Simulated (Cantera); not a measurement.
An adiabatic, constant-pressure homogeneous reactor starts with 7.66 % CH₄, 19.4 % O₂, 73.0 % N₂, equivalence ratio 0.79, at 1650 K and 750 Torr.

Detailed kinetics in Cantera: GRI-Mech 3.0 (53 species, 325 reactions).

One state of this run: T (K) = 2715; x CH₄ = <1e-12; x O₂ = 0.0423; x NO = 0.0137; x C₂H = <1e-12; x CO = 0.0252; x O = 0.00795. x: mole fraction; the columns are a selection and need not sum to one.

**Question.** Which value of t (s) does it belong to?
A. 5.69e-5
B. 0.00864
C. 0.000304
D. 2.00e-6

**Answer.** B, 0.00864
